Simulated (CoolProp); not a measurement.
A Linde-Hampson liquefier for nitrogen: isothermal reversible compression at 230 K from 1 atm to 25 MPa, throttling to 1 atm, return gas leaving the recuperator 2 K below the feed. Each further row changes one setting.

Values from CoolProp's reference Helmholtz-energy equation of state, Span 2000.

```csv
case,liquid yield per pass,compression work (kJ/kg of gas)
as stated,…,366
high pressure 50 MPa,…,…
warm-end temperature 260 K,0.122,421
warm-end gap 7 K,…,366
```

### Question
Some entries are withheld; supply them.

### Answer

- as stated, liquid yield per pass: 0.172
- high pressure 50 MPa, liquid yield per pass: 0.179
- high pressure 50 MPa, compression work (kJ/kg of gas): 423
- warm-end gap 7 K, liquid yield per pass: 0.160
